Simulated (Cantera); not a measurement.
An isothermal plug-flow reactor at 675 K and 760 Torr (inlet), inlet velocity 1.8 m/s, active area per volume 850 1/m; feed CO : O₂ : N₂ : H₂O = 0.0023 : 0.024 : 0.79 : 0.0075 (molar parts), equivalence ratio 0.048.

Model: Deutschmann's 1995 Pt surface mechanism with GRI-Mech 3.0 gas chemistry, integrated in Cantera. Catalytic surfaces can have several steady states; this one follows from the mechanism file's or the stated starting coverage. Mass transfer to the wall is taken as infinitely fast.

### Question
What does this change do: temperature 675 to 625 K?

### Answer
| quantity | before | after |
|---|---|---|
| x(CO) at z = 0.016 m | 0.000938 | 0.00149 |
| x(O₂) at z = 0.016 m | 0.0282 | 0.0285 |
| x(H₂O) at z = 0.016 m | 0.00911 | 0.00911 |
| x(CO₂) at z = 0.016 m | 0.00186 | 0.00131 |
| θ(free Pt) at the exit | 0.0125 | 0.00690 |
| θ(O*) at the exit | 0.985 | 0.989 |
| θ(OH*) at the exit | 0.00248 | 0.00275 |

### Question
What does this change do: temperature 675 to 725 K?

### Answer
```
quantity                  before     after
----------------------  --------  --------
x(CO) at z = 0.016 m    0.000938  0.000270
x(O₂) at z = 0.016 m      0.0282    0.0279
x(H₂O) at z = 0.016 m    0.00911   0.00912
x(CO₂) at z = 0.016 m    0.00186   0.00253
θ(free Pt) at the exit    0.0125    0.0230
θ(O*) at the exit          0.985     0.975
θ(OH*) at the exit       0.00248   0.00238
```
